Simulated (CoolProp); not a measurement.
Nitrogen at 298.15 K and 3.49 MPa is throttled through a valve to 0.0729 MPa with no heat exchange. Each further row changes one setting.

Model: reference Helmholtz-energy equation of state, Span 2000, in CoolProp.

| case | temperature change (K) | final density (kg/m³) |
|---|---|---|
| as stated | -7.1 | 0.844 |
| outlet pressure 0.0219 MPa | -7.2 | 0.254 |
| outlet pressure 0.0948 MPa | -7.0 | 1.10 |
